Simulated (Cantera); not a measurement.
## Fluorocarbon and chlorocarbon gases: CF4 + F2 + H2

Charge: 1 mol CF4, a varied amount of F2, 0.091 mol H2, at 370 Pa.

Method: chemical equilibrium by Gibbs-energy minimisation in Cantera with the NASA 1993 tables (ideal gas, pure condensed phases). Candidate condensed phases: C, C6H6, C7H8, C8H18; 95 gas species. Rates play no part.

Stable condensed phases:

```
T in °C \ n(F2) in mol
         0.013 0.021 0.033 0.052 0.081  0.13   0.2  0.32   0.5  0.79
   3225      A     A     A     A     A     A     A     A     A     A
   3075      A     A     A     A     A     A     A     A     A     A
   2925      A     A     A     A     A     A     A     A     A     A
   2775      A     A     A     A     A     A     A     A     A     A
   2625      B     B     B     B     B     B     B     B     B     A
   2475      B     B     B     B     B     B     B     B     B     B
   2325      B     B     B     B     B     B     B     B     B     B
   2175      B     B     B     B     B     B     B     A     A     A
   2025      A     A     A     A     A     A     A     A     A     A
   1875      A     A     A     A     A     A     A     A     A     A
   1725      A     A     A     A     A     A     A     A     A     A
   1575      B     B     B     A     A     A     A     A     A     A
```

A: gas only; B: C.
